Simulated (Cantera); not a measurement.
A perfectly stirred reactor is fed with CH₄ : C₂H₆ : C₃H₈ : O₂ : N₂ = 1 : 0.035 : 1.2 : 13.8 : 51.8 (molar parts), at 4.60 bar; it is adiabatic with a 725 K inlet, and is followed from long to short residence time, starting on the burning branch (τ in s: 0.053, 0.024, 0.011, 0.0048, 0.0021, 0.00095, 0.00042, 0.00019, 8.5e-05, 3.8e-05, 1.7e-05, 7.6e-06).

Computed with Cantera and GRI-Mech 3.0 (53 species, 325 reactions). GRI-Mech 3.0 was tuned for natural gas; its chemistry of propane as a main component is partial and can be far from experiment.

### Question
Predict: blow-out, bracketed by the residence times tried; x(CH₄) at τ = 53.0 ms; x(C₂H₆) at τ = 53.0 ms; x(C₃H₈) at τ = 53.0 ms; x(HCO) at τ = 53.0 ms; x(CO₂) at τ = 53.0 ms; x(CH₄) at τ = 0.420 ms; x(C₂H₆) at τ = 0.420 ms; x(C₃H₈) at τ = 0.420 ms; x(HCO) at τ = 0.420 ms; x(CO₂) at τ = 0.420 ms.

### Answer
* **blow-out, bracketed by the residence times tried**: burning at 38.0 µs, out at 17.0 µs
* **x(CH₄) at τ = 53.0 ms**: 1.01e-6
* **x(C₂H₆) at τ = 53.0 ms**: 5.82e-9
* **x(C₃H₈) at τ = 53.0 ms**: 1.79e-7
* **x(HCO) at τ = 53.0 ms**: 5.13e-9
* **x(CO₂) at τ = 53.0 ms**: 0.0673
* **x(CH₄) at τ = 0.420 ms**: 3.19e-5
* **x(C₂H₆) at τ = 0.420 ms**: 2.84e-7
* **x(C₃H₈) at τ = 0.420 ms**: 8.96e-6
* **x(HCO) at τ = 0.420 ms**: 7.88e-7
* **x(CO₂) at τ = 0.420 ms**: 0.0625
